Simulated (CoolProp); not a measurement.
Computed with CoolProp (reference Helmholtz-energy equation of state, Tillner-Roth 1997).

For CH2F2 (R32), give the phase and the density (kg/m³), cp (kJ/(kg K)), cv (kJ/(kg K)), Joule-Thomson coefficient (K/MPa) at 381.1 K and 8.34 MPa.


- 381.1 K and 8.34 MPa: supercritical; density 302, cp 3.87, cv 1.12, Joule-Thomson coefficient 7.54
